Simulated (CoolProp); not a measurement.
Properties of R115 at several states (Tc = 353.1 K, pc = 3.129 MPa, ω = 0.248).

Computed with CoolProp (reference Helmholtz-energy equation of state, Lemmon 2016).

| T (K) | p (MPa) | phase | cp (kJ/(kg K)) | cv (kJ/(kg K)) | expansivity (1/kK) |
|---|---|---|---|---|---|
| 216.1 | 0.0183 | gas | 0.6018 | 0.5455 | 4.775 |
| 303.2 | 4.22 | liquid | 1.079 | 0.7217 | 3.521 |
| 182.5 | 0.19 | liquid | 0.8651 | 0.5662 | 1.862 |
| 332.1 | 0.0299 | gas | 0.7592 | 0.7045 | 3.048 |
| 421.4 | 6.84 | supercritical | 1.311 | 0.8540 | 10.47 |
| 301.4 | 9.54 | liquid | 1.029 | 0.7151 | 2.755 |
